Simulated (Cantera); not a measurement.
Feed: 1 mol CuO, 4.5 mol F2, 3.8 mol H2, held at 1098.15 K and 750 Torr.

Equilibrium computed with Cantera from the NASA thermochemical tables; the gas is ideal and each condensed phase is pure. Candidate condensed phases: Cu, CuF2, CuO, Cu(OH)2, Cu2O, H2O; 27 gas species. Mutual solubility and eutectic melting of coexisting phases are not modelled. Rates play no part.

Question: What is the equilibrium state?

Answer: 
```
Quantity                                  Result
-------------------------------------  ---------
x(HF)                                      0.953
x(O2)                                     0.0441
x(H2O)                                   0.00264
x(CuF2)                                 0.000179
x(H2F2)                                  2.62e-5
x(CuF)                                   1.60e-5
n(CuF2(s))                             0.719 mol
n(CuO(s))                              0.279 mol
gas amount                             7.930 mol
log10 activity of Cu(s) (absent)           -2.09
log10 activity of Cu(OH)2(s) (absent)      -5.91
```
